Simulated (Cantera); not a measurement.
Input (Python, Cantera):

```python
import numpy as np
import cantera as ct

gas = ct.Solution("h2o2.yaml")
gas.TPX = 1175, 160, {'H2': 0.12, 'O2': 1, 'N2': 0.19}
reactor = ct.IdealGasConstPressureReactor(gas, energy="off", clone=False)
net = ct.ReactorNet([reactor])
net.rtol, net.atol = 1e-08, 1e-18
show = ['H2', 'O2', 'OH', 'HO2', 'O', 'H2O']
times = np.geomspace(1e-05, 200, 9)

steps = ct.SolutionArray(gas, extra=["t"])
rows = []
print(f"{'t/s':>10s}{'T/K':>9s}{'P/Pa':>11s}" + "".join(f"{s:>11s}" for s in show))
for t in times:
    while net.time < t:
        t_next = net.step()
        steps.append(gas.state, t=t_next)
    rows.append([np.interp(t, steps.t, y) for y in (steps.T, steps.P, *steps(*show).X.T)])
    print(f"{t:10.3e}{rows[-1][0]:9.1f}{rows[-1][1]:11.4g}" + "".join(f"{x:11.3e}" for x in rows[-1][2:]))
rate = np.gradient(steps.T, steps.t)
print("integrator steps:", len(steps.t))
if steps.T.max() > steps.T[0] + 200:
    print(f"time of steepest temperature rise: {steps.t[rate.argmax()]:.4e} s")
gas.TPX = 1175, 160, {'H2': 0.12, 'O2': 1, 'N2': 0.19}
gas.equilibrate("TP")
print(f"equilibrium (TP): T = {gas.T:.1f} K  " + "  ".join(f"{s} {gas[s].X[0]:.3e}" for s in show))
```

It prints:

```
       t/s      T/K       P/Pa         H2         O2         OH        HO2          O        H2O
 1.000e-05   1175.0        160  9.160e-02  7.634e-01  4.607e-13  4.754e-11  4.633e-13  5.038e-15
 8.178e-05   1175.0        160  9.160e-02  7.634e-01  2.778e-11  3.888e-10  2.905e-11  2.518e-12
 6.687e-04   1175.0        160  9.160e-02  7.634e-01  1.099e-09  3.179e-09  1.456e-09  8.902e-10
 5.469e-03   1175.0        160  9.160e-02  7.634e-01  3.443e-07  2.630e-08  5.687e-07  1.065e-06
 4.472e-02   1175.0        160  2.633e-03  7.006e-01  4.902e-03  6.026e-07  4.778e-02  7.434e-02
 3.657e-01   1175.0        160  2.235e-03  7.105e-01  4.548e-03  6.058e-07  3.891e-02  7.895e-02
 2.991e+00   1175.0        160  5.901e-04  7.423e-01  2.385e-03  4.774e-07  9.183e-03  9.245e-02
 2.446e+01   1175.0        160  1.380e-05  7.517e-01  3.671e-04  6.109e-08  2.104e-04  9.578e-02
 2.000e+02   1175.0        160  4.786e-07  7.520e-01  6.852e-05  4.364e-09  7.312e-06  9.596e-02
integrator steps: 1811
equilibrium (TP): T = 1175.0 K  H2 2.082e-08  O2 7.520e-01  OH 1.430e-05  HO2 5.149e-09  O 3.186e-07  H2O 9.599e-02
```

Computed with Cantera and the H2/O2 subset of GRI-Mech 3.0, which has no nitrogen chemistry. Radical loss at walls, strong at low pressure, is not modelled. The temperature is held fixed by assumption; the heat of reaction is taken as removed at once.
